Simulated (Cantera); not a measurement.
Input: 1 mol PbO, 16 mol CO, 1.6 mol N₂, at 1898 K and 1.33 mbar.

Cantera equilibrium calculation (NASA polynomials, part measured and part estimated; ideal gas, pure solids and liquids). Candidate condensed phases: C, Pb, PbO, PbO₂, Pb₃O₄; 27 gas species. The numbers say what is thermodynamically allowed, not how fast it happens.

Base state: CO 0.807, N₂ 0.0860, Pb 0.0537, CO₂ 0.0537, PbO 4.59e-5 (mole fractions); condensed: gas only.

**Question.** What changes in the equilibrium state with this change: temperature from 1898 K to 1050 K?

**Answer.** 
```json
[
 {"species": "CO", "before": "0.807", "after": "0.823"},
 {"species": "N₂", "before": "0.0860", "after": "0.0877"},
 {"species": "CO₂", "before": "0.0537", "after": "0.0548"},
 {"species": "Pb", "before": "0.0537", "after": "0.0349"},
 {"species": "PbO", "before": "4.59e-5", "after": "1.10e-8"},
 {"species": "Pb(l), mol", "before": "0", "after": "0.364"}
]
```
